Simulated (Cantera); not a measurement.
An isothermal, constant-pressure homogeneous reactor starts with C2H6 : N2 = 1 : 2.4 (molar parts), at 1523 K and 0.132 atm.

Model: GRI-Mech 3.0 (53 species, 325 reactions), integrated in Cantera. GRI-Mech 3.0 stops at C3 and has no aromatics, soot or wall deposition, so with more carbon than oxygen in the feed, carbon stays in small species such as C2H2 where larger ones or solid carbon would form.

x: mole fraction; the columns are a selection and need not sum to one.

```tsv
t (s)	x C2H6	x H2	x CH2	x C2H4	x CH3	x CH4
0.000100	0.238	0.0270	5.15e-6	0.0300	0.00840	0.0119
0.000339	(withheld)	(withheld)	(withheld)	(withheld)	(withheld)	(withheld)
0.00115	(withheld)	(withheld)	(withheld)	(withheld)	(withheld)	0.0877
0.00389	0.000511	0.220	8.73e-8	0.0790	0.000447	0.0882
0.0132	4.13e-5	0.243	1.02e-8	0.0479	0.000145	0.0855
0.0447	2.34e-5	0.266	7.33e-9	0.0172	0.000121	0.0824
0.152	2.23e-5	0.280	8.02e-9	0.00197	0.000124	0.0787
0.514	1.85e-5	0.289	7.54e-9	0.00165	0.000114	0.0708
1.74	1.07e-5	0.311	6.23e-9	0.00171	8.86e-5	0.0517
5.90	3.14e-6	0.341	3.88e-9	0.00183	4.82e-5	0.0249
20.0	8.49e-7	0.358	1.90e-9	0.00194	2.13e-5	0.0100
```

Question: Complete the blanks.

Answer: 
- 0.000339, x C2H6: 0.116
- 0.000339, x H2: 0.0968
- 0.000339, x CH2: 4.33e-6
- 0.000339, x C2H4: 0.0998
- 0.000339, x CH3: 0.00669
- 0.000339, x CH4: 0.0482
- 0.00115, x C2H6: 0.0129
- 0.00115, x H2: 0.177
- 0.00115, x CH2: 1.27e-6
- 0.00115, x C2H4: 0.121
- 0.00115, x CH3: 0.00222
